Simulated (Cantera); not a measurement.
Source: NASA polynomial tables (part measured, part estimated), evaluated in Cantera. Values are per mole of reaction as written; species without (g) are pure solids or liquids, kept so even where they would boil at 1 bar.

Between 450 and 950 K, where is each reaction favourable under standard conditions?
- Mg(g) + 2 Cl(g) ⇌ MgCl2(g)


- Mg(g) + 2 Cl(g) ⇌ MgCl2(g): ΔG° is -691 kJ at 450 K and -587 kJ at 950 K; it stays negative (K > 1). ΔH° is -786 kJ and ΔS° -209 J/K at 950 K.
